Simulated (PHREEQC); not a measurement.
# Brine

Dissolve 3.4 mol/kgw NaBr and 0.0052 mol/kgw Na2B4O7 at 25 °C and 300 atm. Closed to the air; pH follows from the charge balance.

Computed with PHREEQC (Pitzer model, pitzer.dat).

No solid was allowed to form.

Q: Estimate the pH, osmotic coefficient.

A: pH 8.68; osmotic coefficient 1.145.

Q: In which forms is B present?

A: B(OH)4- 49 %, B(OH)3 49 %, B3O3(OH)4- 1.3 %, B4O5(OH)4-2 0.8 % of the B.

Species that the database lacks are ignored. In brines, pH and single-ion activities rest on the MacInnes convention. Under pressure, the constants of complexes without a molar volume in the database are unreliable.
